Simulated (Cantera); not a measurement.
**Reactions in the system H-O-P**

Source: NASA polynomial tables (part measured, part estimated), evaluated in Cantera. Values are per mole of reaction as written; species without (g) are pure solids or liquids, kept so even where they would boil at 1 bar.

5 H2O2(g) + P4(g) = 10 H(g) + P4O10

| T (K) | ΔH° (kJ) | ΔS° (J/K) | ΔG° (kJ) | log10 K |
|---|---|---|---|---|
| 450 | -183.5 | -12.4 | -177.9 | 20.65 |
| 475 | -179.2 | -3.0 | -177.8 | 19.55 |
| 500 | -174.7 | 6.2 | -177.8 | 18.57 |
| 525 | -170.1 | 15.1 | -178.1 | 17.72 |
| 550 | -165.4 | 23.8 | -178.5 | 16.96 |
| 575 | -160.6 | 32.4 | -179.2 | 16.28 |
| 600 | -155.7 | 40.7 | -180.2 | 15.68 |
| 625 | -150.7 | 48.9 | -181.3 | 15.15 |
| 650 | -145.6 | 56.9 | -182.6 | 14.67 |
